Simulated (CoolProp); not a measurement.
The numbers come from the reference Helmholtz-energy equation of state, Lemmon 2006 in CoolProp. It is a short technical equation, of lower accuracy than the large ones.

Task: Give the vapour pressure (MPa), liquid density (kg/m³), vapour density (kg/m³), enthalpy of vaporisation (kJ/kg) of saturated C3F8 (R218) at -55.25 °C.

Result: 
```tsv
T (°C)	p (MPa)	liquid density (kg/m³)	vapour density (kg/m³)	enthalpy of vaporisation (kJ/kg)
-55.25	0.0404	1680	4.32	112
```
